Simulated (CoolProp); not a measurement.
The numbers come from the reference Helmholtz-energy equation of state, Lemmon 2016 in CoolProp.

**Question.** For R227EA, give the phase and the cp (kJ/(kg K)), viscosity (µPa s), conductivity (mW/(m K)) at -65.75 °C and 0.029 MPa; 197.45 °C and 1.29 MPa; -19.95 °C and 0.0217 MPa.

**Answer.** 
- -65.75 °C and 0.029 MPa: liquid; cp 0.998, viscosity 860, conductivity 81.8
- 197.45 °C and 1.29 MPa: gas; cp 1.06, viscosity 18.6, conductivity 27.9
- -19.95 °C and 0.0217 MPa: gas; cp 0.728, viscosity 9.78, conductivity 10.2

Viscosity comes from a separate model (Huber 2003), an estimate that may be off by 10 % or more. Thermal conductivity comes from a separate model (Huber 2003), an estimate that may be off by 10 % or more.
